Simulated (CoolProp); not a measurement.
Values from CoolProp's reference Helmholtz-energy equation of state, Lemmon 2005. It is a short technical equation, of lower accuracy than the large ones.

### Question
Give the vapour pressure (kPa), liquid density (kg/m³), vapour density (kg/m³), enthalpy of vaporisation (kJ/kg) of saturated 1-butene at 272, 299.3, 308.4 K.

### Answer
```
T (K)  p (kPa)  liquid density (kg/m³)  vapour density (kg/m³)  enthalpy of vaporisation (kJ/kg)
-----  -------  ----------------------  ----------------------  --------------------------------
272        123                     620                    3.21                               387
299.3      308                     587                    7.62                               359
308.4      401                     575                    9.82                               349
```
